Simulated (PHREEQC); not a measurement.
Dissolve 0.012 mol ZnSO4, 3.6e-05 mol Na2SO4 and 0.0014 mol HCl per kg of water at 25 °C and 10 atm. Closed to the air; pH follows from the charge balance.

The numbers come from PHREEQC with the ion-association model, phreeqc.dat.

Precipitation was switched off in this run.

Q: Order these Zn species by the share of Zn that they hold, largest first: ZnSO4, ZnCl+, Zn(SO4)2-2, Zn+2.

A: Zn+2 (67 %), ZnSO4 (31 %), Zn(SO4)2-2 (2.0 %), ZnCl+ (0.13 %)

The pH is 3.06 and the ionic strength 0.0329 mol/kgw.
